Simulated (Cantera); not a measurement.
## Thermodynamics of silicon oxide and oxynitride deposition, feed SiCl4 + N2O + N2 + H2O

A closed system holds: 1 mol SiCl4, 8.3 mol N2O, 11 mol N2, 8.8 mol H2O, at 0.0790 bar.

Cantera equilibrium calculation (NASA polynomials, part measured and part estimated; ideal gas, pure solids and liquids). Candidate condensed phases: H2O, NH4Cl, Si, SiO2, Si2N2O, Si3N4; 47 gas species. The tables hold silica as quartz up to 1696 K and as liquid above; real silica turns to tridymite and cristobalite and melts near 1996 K. Gases not in the tables: Si(OH)4. Rates play no part.

```
T (°C)  log p N2  log p H2O  log p O2  log p HCl  log p Cl2  log p Cl  n SiO2(α-quartz)  n SiO2(β-quartz)  n SiO2(condensed)
------  --------  ---------  --------  ---------  ---------  --------  ----------------  ----------------  -----------------
377        -1.35      -1.75     -2.06      -2.29      -2.68     -8.23              1.00                 0                  0
477        -1.35      -1.77     -2.04      -2.14      -2.98     -7.06              1.00                 0                  0
577        -1.35      -1.79     -2.03      -2.08      -3.32     -6.21                 0              1.00                  0
677        -1.35      -1.80     -2.02      -2.06      -3.64     -5.57                 0              1.00                  0
777        -1.35      -1.80     -2.02      -2.05      -3.92     -5.06                 0              1.00                  0
877        -1.35      -1.80     -2.02      -2.04      -4.17     -4.65                 0              1.00                  0
977        -1.35      -1.80     -2.02      -2.04      -4.38     -4.30                 0              1.00                  0
1077       -1.35      -1.80     -2.02      -2.04      -4.57     -4.00                 0              1.00                  0
1177       -1.35      -1.80     -2.02      -2.05      -4.73     -3.75                 0              1.00                  0
1277       -1.35      -1.80     -2.03      -2.05      -4.89     -3.54                 0              1.00                  0
1377       -1.35      -1.80     -2.03      -2.06      -5.03     -3.35                 0              1.00                  0
1477       -1.35      -1.80     -2.03      -2.07      -5.16     -3.19                 0                 0              1.000
1577       -1.35      -1.80     -2.04      -2.08      -5.29     -3.05                 0                 0              1.000
1677       -1.36      -1.80     -2.05      -2.10      -5.41     -2.92                 0                 0              1.000
```
log p: log10 of the partial pressure in bar; n: condensed amount in mol.

From 377 °C to 477 °C the condensed part is SiO2(α-quartz). From 577 °C to 1377 °C the condensed part is SiO2(β-quartz). From 1477 °C to 1677 °C the condensed part is SiO2(condensed).
